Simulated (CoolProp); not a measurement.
The fluid at 344.09 K and 2.63 MPa is compressed adiabatically to 12.1 MPa with isentropic efficiency 0.8. The same conditions are run with several fluids, on thermodynamics alone (safety and materials aside).

Computed with CoolProp (reference Helmholtz-energy equation of state of each fluid (R143a: Lemmon and Jacobsen 2000; nitrogen: Span 2000; methane: Setzmann 1991; R125: Lemmon 2005; CF4 (R14): Platzer 1990)). The equations of Platzer and Polt are older, rougher fits.

```csv
fluid,work (kJ/kg),final temperature (K),final density (kg/m³)
R143a,42.0,___,___
nitrogen,251,___,___
methane,398,502.7,45.9
R125,___,___,653
CF4 (R14),65.5,439.7,___
```

**Question.** Fill in the missing entries.

**Answer.** 
- R143a, final temperature (K): 432.3
- R143a, final density (kg/m³): 474
- nitrogen, final temperature (K): 578.6
- nitrogen, final density (kg/m³): 66.8
- R125, work (kJ/kg): 30.4
- R125, final temperature (K): 421.8
- CF4 (R14), final density (kg/m³): 296
